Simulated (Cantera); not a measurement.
**SiCl4 + C3H8 + H2 + C2H4 (silicon carbide growth)**

A closed system holds: 1 mol SiCl4, 0.16 mol C3H8, 5.4 mol H2, 0.02 mol C2H4, equilibrated at 800 °C.

Cantera equilibrium calculation (NASA polynomials, part measured and part estimated; ideal gas, pure solids and liquids). Candidate condensed phases: C, C6H6, C7H8, C8H18, Si, SiC; 109 gas species. The tables' values for SiCl3 are old estimates; treat these amounts as uncertain. Rates play no part.

| P (Pa) | x H2 | x HCl | x SiCl4 | x CH4 | x SiHCl3 | x SiCl3 | x SiCl2 | x SiH2Cl2 | n SiC(s) | n C(graphite) |
|---|---|---|---|---|---|---|---|---|---|---|
| 100 | 0.656 | 0.281 | 0.0567 | 1.66e-6 | 0.00162 | 0.00265 | 0.00198 | 5.43e-6 | 0.520 | 0 |
| 220 | 0.658 | 0.279 | 0.0585 | 7.53e-6 | 0.00170 | 0.00186 | 0.000946 | 5.74e-6 | 0.520 | 0 |
| 460 | 0.660 | 0.277 | 0.0596 | 3.17e-5 | 0.00174 | 0.00132 | 0.000466 | 5.92e-6 | 0.520 | 0 |
| 1000 | 0.660 | 0.276 | 0.0604 | 0.000146 | 0.00177 | 0.000910 | 0.000219 | 6.07e-6 | 0.519 | 0 |
| 2200 | 0.676 | 0.254 | 0.0665 | 0.000461 | 0.00217 | 0.000742 | 0.000132 | 8.24e-6 | 0.474 | 0.0421 |
| 4600 | 0.698 | 0.222 | 0.0754 | 0.00103 | 0.00291 | 0.000678 | 9.74e-5 | 1.31e-5 | 0.408 | 0.104 |
| 10000 | 0.719 | 0.190 | 0.0839 | 0.00237 | 0.00388 | 0.000605 | 6.97e-5 | 2.10e-5 | 0.344 | 0.158 |
| 22000 | 0.735 | 0.162 | 0.0917 | 0.00546 | 0.00512 | 0.000531 | 4.91e-5 | 3.33e-5 | 0.286 | 0.194 |
| 46000 | 0.745 | 0.138 | 0.0985 | 0.0117 | 0.00653 | 0.000466 | 3.52e-5 | 5.05e-5 | 0.236 | 0.199 |
| 100000 | 0.745 | 0.115 | 0.106 | 0.0254 | 0.00835 | 0.000404 | 2.47e-5 | 7.71e-5 | 0.189 | 0.151 |
x: gas mole fraction; n: condensed amount in mol.

From 1.00 mbar to 10.0 mbar the condensed part is SiC(s). From 22.0 mbar to 1.00 bar the condensed part is C(graphite) + SiC(s). The main Si-bearing gas is SiCl4 throughout.
